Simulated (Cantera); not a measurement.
An adiabatic, constant-volume homogeneous reactor starts with 3.28 % CH4, 3.01 % H2, 19.7 % O2, 74.0 % N2, equivalence ratio 0.41, at 950 K and 900 Torr.

Computed with Cantera and GRI-Mech 3.0 (53 species, 325 reactions). Below about 1000 K GRI-Mech 3.0 lacks low-temperature oxidation paths.

### Question
Predict: time of steepest temperature rise; temperature at 2.00 s; equilibrium temperature; x(H2) at 2.00 s; x(O2) at 2.00 s; x(NO2) at 2.00 s; x(CO) at 2.00 s.

### Answer
```
Property                                                              Result
---------------------------------  -----------------------------------------
time of steepest temperature rise                                    38.4 ms
temperature at 2.00 s                                                 2102 K
equilibrium temperature                                               2102 K
x(H2) at 2.00 s                    0.000106 (gas-phase equilibrium 0.000106)
x(O2) at 2.00 s                          0.114 (gas-phase equilibrium 0.114)
x(NO2) at 2.00 s                     1.24e-5 (gas-phase equilibrium 1.25e-5)
x(CO) at 2.00 s                    0.000181 (gas-phase equilibrium 0.000181)
```
